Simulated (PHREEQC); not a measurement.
Solution (70 °C): 48 mmol/kgw NH3 and 0.97 mmol/kgw K2SO4. Closed to the air; pH follows from the charge balance.

The numbers come from PHREEQC with the ion-association model, phreeqc.dat.

Precipitation was switched off in this run.

Question: What pH, specific conductance does the model give?

Answer: pH 9.76; specific conductance 1170 µS/cm.

Question: In which forms is N present?

Answer: NH3 98 %, NH4+ 2.1 % of the N.

Species that the database lacks are ignored. Constants without temperature data keep their 25 °C values here.
